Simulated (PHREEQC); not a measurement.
A column of 1 m (30 cells, dispersivity 0.035 m, 60 s a shift, diffusion coefficient 3e-10 m²/s) holds 0.015 eq of the database's cation exchanger X per kg of pore water, first in equilibrium with 53 mmol/kgw MnCl2 and 0.01 mmol/kgw HCl. It is flushed with 0.0021 mol/kgw SrCl2, 0.0011 mol/kgw KCl, 0.0027 mol/kgw LiCl and 1e-05 mol/kgw HCl, at 25 °C. Values are for the last cell. No CO2 enters from the air. Nothing may precipitate in this run.

Model: ion-association model, phreeqc.dat, run in PHREEQC.

| pore volumes | Li in solution (mol/kgw) | Sr in solution (mol/kgw) | K in solution (mol/kgw) | Mn in solution (mol/kgw) | Cl in solution (mol/kgw) | MnX2 on the exchanger (mol/kgw) |
|---|---|---|---|---|---|---|
| 0 | 0 | 0 | 0 | 0.0530 | 0.106 | 0.00750 |
| 0.4167 | 6.87e-7 | 2.68e-9 | 3.12e-8 | 0.0530 | 0.106 | 0.00750 |
| 0.8167 | 0.000565 | 1.10e-5 | 7.27e-5 | 0.0398 | 0.0803 | 0.00748 |
| 1.017 | 0.00128 | 1.95e-5 | 0.000189 | 0.0239 | 0.0494 | 0.00743 |
| 1.417 | 0.00216 | 1.16e-5 | 0.000361 | 0.00630 | 0.0152 | 0.00728 |
| 1.817 | 0.00252 | 7.15e-6 | 0.000557 | 0.00284 | 0.00877 | 0.00708 |
| 2.217 | 0.00268 | 7.33e-6 | 0.000830 | 0.00227 | 0.00807 | 0.00691 |
| 2.417 | 0.00271 | 8.04e-6 | 0.000949 | 0.00217 | 0.00803 | 0.00684 |
| 2.817 | 0.00274 | 1.12e-5 | 0.00111 | 0.00207 | 0.00801 | 0.00673 |
| 3.217 | 0.00274 | 2.38e-5 | 0.00119 | 0.00201 | 0.00801 | 0.00659 |
| 3.617 | 0.00274 | 9.51e-5 | 0.00122 | 0.00192 | 0.00801 | 0.00603 |
| 3.817 | 0.00274 | 0.000212 | 0.00122 | 0.00181 | 0.00801 | 0.00526 |
| 4.217 | 0.00273 | 0.000812 | 0.00120 | 0.00122 | 0.00801 | 0.00260 |
| 4.617 | 0.00271 | 0.00154 | 0.00115 | 0.000527 | 0.00801 | 0.000841 |
| 5.017 | 0.00271 | 0.00190 | 0.00112 | 0.000189 | 0.00801 | 0.000269 |
| 5.217 | 0.00270 | 0.00198 | 0.00111 | 0.000112 | 0.00801 | 0.000155 |
| 5.617 | 0.00270 | 0.00206 | 0.00110 | 3.96e-5 | 0.00801 | 5.38e-5 |
| 6.017 | 0.00270 | 0.00208 | 0.00110 | 1.43e-5 | 0.00801 | 1.92e-5 |

Complexes and solids missing from the database can't appear.
